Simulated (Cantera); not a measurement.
Charge: 1 mol Ca(OH)2, 3.2 mol H2O, equilibrated at 0.133 bar.

Cantera equilibrium calculation (NASA polynomials, part measured and part estimated; ideal gas, pure solids and liquids). Candidate condensed phases: Ca, CaO, Ca(OH)2, H2O; 14 gas species. Rates play no part.

x: gas mole fraction; n: condensed amount in mol.

```
T (°C)  x H2O      x H2      x OH      x O2       x H  n CaO(s)
------  -----  --------  --------  --------  --------  --------
827     1.000   3.00e-6   1.82e-7   1.45e-6  1.23e-10      1.00
927     1.000   1.36e-5   1.17e-6   6.52e-6   2.00e-9      1.00
1027    1.000   4.93e-5   5.63e-6   2.32e-5   2.13e-8      1.00
1127    1.000  0.000149   2.17e-5   6.90e-5   1.63e-7     1.000
1227    0.999  0.000389   6.98e-5  0.000177   9.51e-7     1.000
1327    0.998         ?         ?         ?         ?     1.000
1427    0.997   0.00190  0.000477  0.000833   1.76e-5     1.000
1527    0.994   0.00368   0.00106   0.00158   5.95e-5     1.000
1627    0.988   0.00665   0.00216   0.00281  0.000177     1.000
1727    0.979         ?         ?         ?         ?     1.000
1827    0.965    0.0182   0.00727   0.00741   0.00115     0.999
1927    0.945    0.0279    0.0122    0.0112   0.00258     0.998
```

Problem. Fill in the missing entries.

Solution. 
- 1727, x H2: 0.0113
- 1727, x OH: 0.00410
- 1727, x O2: 0.00468
- 1727, x H: 0.000474
- 1327, x H2: 0.000903
- 1327, x OH: 0.000194
- 1327, x O2: 0.000404
- 1327, x H: 4.47e-6
